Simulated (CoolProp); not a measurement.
Vapour-liquid equilibrium of R125 (1) + propylene (2) at 7.22 bar; x and y are mole fractions of (1).

The numbers come from the multi-fluid Helmholtz-energy mixture model, Lemmon 2005 and Lemmon 2013; pair parameters Bell 2016 in CoolProp.

```tsv
x	bubble temperature, mixture model (°C)	bubble temperature, Raoult's law (°C)	y, mixture model	y, Raoult's law
0.05	4.5	7.0	___	0.058
0.2	___	6.2	0.315	0.225
0.35	-2.6	5.4	___	0.384
0.5	-3.4	4.6	0.525	0.536
0.65	-3.3	3.9	0.616	0.682
0.8	-2.1	3.2	___	0.822
0.95	0.8	2.6	0.914	0.956
```

Task: Some entries are withheld; supply them.

Result: 
- 0.05, y, mixture model: 0.110
- 0.2, bubble temperature, mixture model (°C): -0.4
- 0.35, y, mixture model: 0.434
- 0.8, y, mixture model: 0.733

The largest gap from Raoult's law is -8.0 K in bubble temperature, at x = 0.5. y crosses x between x = 0.5 and 0.65: the model has an azeotrope there.

The pair parameters rest on a limited set of measurements; away from them the model extrapolates.
